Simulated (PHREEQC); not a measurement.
## Nickel, zinc or cadmium bath (model solution)

Dissolve 3.5 mmol/kgw ZnCl2 and 4.2 mmol/kgw H3BO3 at 94 °C. Closed to the air; pH follows from the charge balance.

Equilibrium calculation in PHREEQC: ion-association model, phreeqc.dat.

```json
{
 "pH": "4.90",
 "ionic_strength": "0.00966 mol/kgw"
}
```

| species | molality | activity | log γ |
|---|---|---|---|
| Cl- | 0.00659 | 0.00585 | -0.052 |
| H3BO3 | 0.00420 | 0.00421 | 0.001 |
| Zn+2 | 0.00308 | 0.00194 | -0.199 |
| ZnCl+ | 0.000408 | 0.000362 | -0.051 |
| H+ | 1.40e-5 | 1.26e-5 | -0.045 |
| ZnOH+ | 1.33e-5 | 1.18e-5 | -0.051 |
| ZnCl2 | 2.77e-6 | 2.78e-6 | 0.001 |
| H2BO3- | 6.00e-7 | 5.33e-7 | -0.051 |
| OH- | 4.12e-8 | 3.65e-8 | -0.052 |
| ZnOHCl | 2.98e-8 | 2.98e-8 | 0.001 |

This is a speciation only: nothing precipitates in the calculation. Away from 25 °C the constants follow the database's enthalpies or fits; those with neither stay at their 25 °C values.
